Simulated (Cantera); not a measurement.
A freely propagating, adiabatic, planar premixed flame of CO : H₂ : CH₄ : O₂ : N₂ = 1 : 0.78 : 0.3 : 1.94 : 7.28 (molar parts), equivalence ratio 0.77, unburnt at 550 K and 3080 Torr; mixture-averaged transport, grid criteria slope 0.08 and curve 0.16, no radiation.

Detailed kinetics in Cantera: GRI-Mech 3.0 (53 species, 325 reactions). Burning velocities carry a grid error of a few per cent, more on coarse grids.

Q: How do the results move with these cheaper or finer settings: unity-Lewis-number transport; multicomponent transport; multicomponent+Soret transport; grid criteria slope 0.5, curve 1; grid criteria slope 0.25, curve 0.5; grid criteria slope 0.03, curve 0.06?

A: 
| setting | laminar burning velocity | thermal thickness | peak x(H) | peak x(O) | grid points |
|---|---|---|---|---|---|
| as above | 109 cm/s | 0.103 mm | 0.00374 | 0.00491 | 140 |
| unity-Lewis-number transport | 108 cm/s | 0.0926 mm | 0.00492 | 0.00564 | 130 |
| multicomponent transport | 109 cm/s | 0.104 mm | 0.00375 | 0.00492 | 140 |
| multicomponent+Soret transport | 105 cm/s | 0.105 mm | 0.00367 | 0.00490 | 140 |
| grid criteria slope 0.5, curve 1 | 115 cm/s | 0.117 mm | 0.00376 | 0.00497 | 41 |
| grid criteria slope 0.25, curve 0.5 | 112 cm/s | 0.109 mm | 0.00372 | 0.00494 | 58 |
| grid criteria slope 0.03, curve 0.06 | 109 cm/s | 0.102 mm | 0.00379 | 0.00492 | 339 |
The base run took roughly 12 core-seconds.
Unity Lewis numbers drop preferential diffusion, which matters most where H2 and H carry the flame; Soret adds thermal diffusion.
